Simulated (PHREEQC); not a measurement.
Synthetic water in mmol/kgw, 20 °C, pH 2.54, pe 10:

```tsv
constituent	mmol/kgw
Na	9.16
K	1.16
Ca	7.85
Mg	2.04
Cl	5.09
S(6)	47.7
Cu(2)	0.24
Mn(2)	0.0155
```

Valence states are taken as typed.

All values are PHREEQC results (ion-association model, phreeqc.dat), not measurements.

This is a speciation only: nothing precipitates in the calculation.

Question: Order these S species by the share of S that they hold, largest first: SO4-2, HSO4-, NaSO4-, CaSO4, MgSO4.

Answer: SO4-2 (78 %), HSO4- (9.6 %), CaSO4 (7.9 %), MgSO4 (2.3 %), NaSO4- (1.2 %)

Question: Order these Cu species by the share of Cu that they hold, largest first: CuSO4, CuCl+, Cu+2.

Answer: CuSO4 (53 %), Cu+2 (47 %), CuCl+ (0.20 %)

The pH is 2.54 and the ionic strength 0.0966 mol/kgw.
